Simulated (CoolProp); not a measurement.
Normal hydrogen at 265.31 K and 0.319 MPa is throttled through a valve to 0.0329 MPa with no heat exchange. Each further row changes one setting.

Model: reference Helmholtz-energy equation of state, Leachman 2009, in CoolProp.

```json
[
 {"case": "as stated", "final density (kg/m³)": "___"},
 {"case": "outlet pressure 0.00987 MPa", "final density (kg/m³)": "___"},
 {"case": "outlet pressure 0.0428 MPa", "final density (kg/m³)": "___"}
]
```

### Question
What belongs in the gaps?

### Answer

- as stated, final density (kg/m³): 0.0301
- outlet pressure 0.00987 MPa, final density (kg/m³): 0.00902
- outlet pressure 0.0428 MPa, final density (kg/m³): 0.0391
